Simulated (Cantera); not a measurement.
Input: 1 mol SiC, 0.16 mol C, 1.2 mol N2, 0.11 mol Si, at 1948 K.

Method: chemical equilibrium by Gibbs-energy minimisation in Cantera with the NASA 1993 tables (ideal gas, pure condensed phases). Candidate condensed phases: C, Si, SiC, Si3N4; 20 gas species. The tables' values for SiN are old estimates; treat these amounts as uncertain. Rates play no part.

x: gas mole fraction; n: condensed amount in mol.

| P (Pa) | x N2 | x Si | x SiC2 | x Si2C | x SiN | x CN | x Si2 | n C(graphite) | n SiC(s) | n Si3N4(s) |
|---|---|---|---|---|---|---|---|---|---|---|
| 1 | 0.890 | 0.105 | 0.00337 | ? | 9.22e-5 | 8.39e-5 | 4.29e-5 | 0.190 | 0.958 | 0 |
| 5.60 | 0.980 | 0.0187 | 0.000602 | ? | 4.09e-5 | 3.72e-5 | 7.66e-6 | 0.0726 | 1.09 | 0 |
| 32 | 0.997 | 0.00327 | 0.000105 | ? | 1.73e-5 | 1.57e-5 | 1.34e-6 | 0.0539 | 1.11 | 0 |
| 180 | 0.999 | 0.000581 | 1.87e-5 | ? | 7.28e-6 | 6.63e-6 | 2.38e-7 | 0.0507 | 1.11 | 0 |
| 1000 | 1.000 | 0.000105 | 3.37e-6 | ? | 3.09e-6 | 2.81e-6 | 4.29e-8 | 0.0501 | 1.11 | 0 |
| 5600 | 1.000 | 1.87e-5 | 6.02e-7 | ? | 1.31e-6 | 1.19e-6 | 7.66e-9 | 0.0500 | 1.11 | 0 |
| 32000 | 1.000 | 3.27e-6 | 1.05e-7 | ? | 5.47e-7 | 4.97e-7 | 1.34e-9 | 0.0500 | 1.11 | 0 |
| 180000 | 1.000 | 5.81e-7 | 1.87e-8 | ? | 2.30e-7 | 2.10e-7 | 2.38e-10 | 0.0500 | 1.11 | 0 |
| 1000000 | 1.000 | 9.41e-8 | 3.04e-9 | ? | 8.80e-8 | 8.89e-8 | 3.47e-11 | 1.16 | 0 | 0.370 |

**Question.** Fill in the missing entries.

**Answer.** 
- 1, x Si2C: 0.00229
- 5.60, x Si2C: 0.000408
- 32, x Si2C: 7.14e-5
- 180, x Si2C: 1.27e-5
- 1000, x Si2C: 2.29e-6
- 5600, x Si2C: 4.08e-7
- 32000, x Si2C: 7.14e-8
- 180000, x Si2C: 1.27e-8
- 1000000, x Si2C: 1.85e-9
